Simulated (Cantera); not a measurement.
Input: 1 mol FeS2, 1.7 mol H2S, 1.3 mol CO2, held at 1550 K and 11.0 mbar.

Equilibrium computed with Cantera from the NASA thermochemical tables; the gas is ideal and each condensed phase is pure. FeS: taken at fixed stoichiometry. The numbers say what is thermodynamically allowed, not how fast it happens.

```json
[
 {"species": "S2", "before": "0.284", "after": "0.258"},
 {"species": "CO", "before": "0.219", "after": "0.246"},
 {"species": "H2", "before": "0.179", "after": "0.213"},
 {"species": "CO2", "before": "0.0802", "after": "0.0439"},
 {"species": "H2O", "before": "0.183", "after": "0.149"},
 {"species": "SO", "before": "0.00339", "after": "0.0207"},
 {"species": "H2S", "before": "0.0287", "after": "0.0113"},
 {"species": "SH", "before": "0.00442", "after": "0.0109"},
 {"species": "SO2", "before": "0.0164", "after": "0.0377"},
 {"species": "Fe", "before": "3.83e-6", "after": "0.00169"},
 {"species": "FeO", "before": "1.93e-8", "after": "1.49e-5"},
 {"species": "OH", "before": "4.37e-6", "after": "9.48e-5"},
 {"species": "Fe(OH)2", "before": "1.06e-6", "after": "1.69e-5"},
 {"species": "H", "before": "0.000127", "after": "0.00194"},
 {"species": "S", "before": "0.000362", "after": "0.00439"},
 {"species": "COS", "before": "0.00118", "after": "0.000459"},
 {"species": "FeS(l), mol", "before": "1.000", "after": "0.992"}
]
```
Gas species are given as mole fractions.

Q: What was changed between the two runs?
(A) pressure from 11.0 mbar to 0.570 bar
(B) temperature from 1550 K to 1825 K
(C) temperature from 1550 K to 1073 K
(D) CO2 from 1.3 to 8.8 mol

A: B, temperature from 1550 K to 1825 K
